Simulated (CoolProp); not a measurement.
Vapour-liquid equilibrium of R125 (1) + n-butane (2) at -21.45 °C; x and y are mole fractions of (1).

The numbers come from the multi-fluid Helmholtz-energy mixture model, Lemmon 2005 and Bücker 2006; pair parameters Bell 2016 in CoolProp.

**Question.** Give the bubble pressure and the first vapour's composition at x = 0.05, 0.8, 0.95. Is there an azeotrope?

**Answer.** x = 0.05: 0.1094 MPa, y = 0.620; x = 0.8: 0.3027 MPa, y = 0.905; x = 0.95: 0.3164 MPa, y = 0.963. No azeotrope shows between x = 0.05 and 0.95.

The pair parameters rest on a limited set of measurements; away from them the model extrapolates. With so large a gap from Raoult's law the liquid may split in two, which this calculation doesn't test in full.
